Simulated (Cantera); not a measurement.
Thermodynamics of silicon etching in halogen gases, feed Si + HCl + N2

A closed system holds: 1 mol Si, a varied amount of HCl, 0.24 mol N2, equilibrated at 750 °C and 133 Pa.

These are equilibrium values from Cantera (NASA tables, ideal gas, pure condensed phases), not measurements of a reactor. Candidate condensed phases: NH4Cl, Si, Si3N4; 28 gas species. N2 is the only nitrogen source here; it is nearly inert below about 1500 K, so the nitride shown seldom forms there in practice. Mutual solubility and eutectic melting of coexisting phases are not modelled. The tables' values for SiCl3 are old estimates; treat these amounts as uncertain. Kinetics and transport are ignored.

| n(HCl) (mol) | x HCl | x H2 | x SiCl4 | x N2 | x SiHCl3 | x SiCl2 | x SiCl3 | n Si(s) | n Si3N4(s) |
|---|---|---|---|---|---|---|---|---|---|
| 2.1 | 0.0763 | 0.601 | 0.272 | 3.36e-8 | 0.0181 | 0.0172 | 0.0149 | 0.118 | 0.120 |
| 2.9 | 0.169 | 0.549 | 0.265 | 5.47e-6 | 0.00727 | 0.00311 | 0.00624 | 0 | 0.120 |
| 3.8 | 0.381 | 0.410 | 0.202 | 0.00258 | 0.00184 | 0.000349 | 0.00183 | 0 | 0.116 |
| 4.7 | 0.452 | 0.356 | 0.176 | 0.0135 | 0.00117 | 0.000188 | 0.00125 | 0 | 0.0928 |
| 5.5 | 0.474 | 0.335 | 0.166 | 0.0234 | 0.000993 | 0.000152 | 0.00109 | 0 | 0.0638 |
| 6.4 | 0.485 | 0.321 | 0.159 | 0.0324 | 0.000894 | 0.000133 | 0.00100 | 0 | 0.0282 |
| 7.2 | 0.499 | 0.309 | 0.153 | 0.0372 | 0.000804 | 0.000117 | 0.000920 | 0 | 0 |
| 8.1 | 0.560 | 0.271 | 0.135 | 0.0327 | 0.000553 | 7.15e-5 | 0.000676 | 0 | 0 |
| 9 | 0.608 | 0.242 | 0.120 | 0.0291 | 0.000405 | 4.83e-5 | 0.000524 | 0 | 0 |
x: gas mole fraction; n: condensed amount in mol.

At 2.1 mol HCl the condensed part is Si(s) + Si3N4(s). From 2.9 mol HCl to 6.4 mol HCl the condensed part is Si3N4(s). From 7.2 mol HCl to 9 mol HCl nothing is condensed. The main Si-bearing gas is SiCl4 throughout.
